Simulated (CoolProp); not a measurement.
R113 along the isobar 44.7 bar: density (kg/m³) from the reference equation and from simpler models built on Tc = 487.2 K, pc = 33.92 bar, ω = 0.253; each cubic takes its own stable root.

Values from CoolProp's reference Helmholtz-energy equation of state, Marx 1992.

```
T (K)   phase  reference
-----  ------  ---------
299.2  liquid       1573
308.5  liquid       1551
317.8  liquid       1530
327.2  liquid       1507
336.5  liquid       1485
345.8  liquid       1462
355.1  liquid       1439
364.4  liquid       1415
373.7  liquid       1391
383.1  liquid       1365
392.4  liquid       1339
401.7  liquid       1312
411    liquid       1283
420.3  liquid       1253
```

Task: How far does each simpler model (van der Waals, Redlich-Kwong, Soave-Redlich-Kwong, Peng-Robinson) lie from the reference over these 14 states: mean and median of the absolute difference, and the worst?

Result: 
- van der Waals: mean 36.4 %, median 36.4 %, worst -37.3 % at 299.2 K and 44.7 bar
- Redlich-Kwong: mean 10.2 %, median 9.9 %, worst -12.3 % at 420.3 K and 44.7 bar
- Soave-Redlich-Kwong: mean 7.1 %, median 6.7 %, worst -8.9 % at 420.3 K and 44.7 bar
- Peng-Robinson: mean 4.9 %, median 5.3 %, worst +5.6 % at 336.5 K and 44.7 bar
